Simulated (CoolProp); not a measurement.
A single-stage vapour-compression cycle with R407C: evaporating at 298.15 K (dew point), condensing at 344.15 K (bubble point), superheat 2 K, subcooling 2 K, compressor efficiency 0.8, no pressure losses. Each further row changes one setting.

The numbers come from the reference Helmholtz-energy equation of state, Lemmon 2003 in CoolProp. It is a pseudo-pure fit of the blend.

| case | cooling COP | pressure ratio | discharge temperature (K) | refrigerating effect (kJ/kg) | volumetric capacity (kJ/m³) |
|---|---|---|---|---|---|
| as stated | 3.02 | 3.42 | 367.7 | 110 | 4740 |
| evaporating temperature 303.15 K | 3.52 | 2.97 | 365.8 | 112 | 5590 |
| condensing temperature 339.15 K | 3.59 | 3.09 | 361.4 | 120 | 5170 |
| subcooling 7 K | 3.32 | 3.42 | 367.7 | 121 | 5210 |
| superheat 12 K | 3.09 | 3.42 | 377.3 | 121 | 4890 |
| compressor efficiency 0.7 | 2.65 | 3.42 | 371.2 | 110 | 4740 |
